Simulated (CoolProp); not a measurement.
Vapour pressure (MPa) of n-pentane: the reference equation beside estimates from Tc = 469.7 K, pc = 3.368 MPa, ω = 0.251.

Values from CoolProp's reference Helmholtz-energy equation of state, Thol 2019.

```
T (K)  reference  Redlich-Kwong  Peng-Robinson
-----  ---------  -------------  -------------
251.9   0.008435        0.01910       0.008630
272.7    0.02396        0.04840        0.02418
293.5    0.05734         0.1043        0.05741
314.3     0.1202         0.1989         0.1198
335.1     0.2269         0.3450         0.2260
355.9     0.3945         0.5555         0.3931
376.7     0.6418         0.8430         0.6409
397.5     0.9896          1.219         0.9911
418.3      1.461          1.696          1.468
439.1      2.085          2.283          2.098
```

Absolute difference from the reference over all 10 rows, mean and median: Redlich-Kwong 54.9 and 46.4 %, Peng-Robinson 0.6 and 0.4 %.
